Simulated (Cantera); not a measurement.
**Thermodynamics of oxide etching and cleaning by halides, feed MgO + NF3 + H2**

A closed system holds: 1 mol MgO, 6.3 mol NF3, 13 mol H2, equilibrated at 1748.15 K and 6.20e-5 bar.

Method: chemical equilibrium by Gibbs-energy minimisation in Cantera with the NASA 1993 tables (ideal gas, pure condensed phases). Candidate condensed phases: H2O, Mg, MgF2, MgO, Mg(OH)2; 50 gas species. Rates play no part.

```yaml
x(HF): 0.667
x(H2): 0.124
x(N2): 0.121
x(H2O): 0.0383
x(MgF2): 0.0291
x(H): 0.0102
x(Mg): 0.00666
x(MgF): 0.00275
x(OH): 0.000185
gas_amount: 25.94 mol
log10 activity of MgF2(l) (absent): -3.06
log10 activity of Mg(l) (absent): -7.44
```
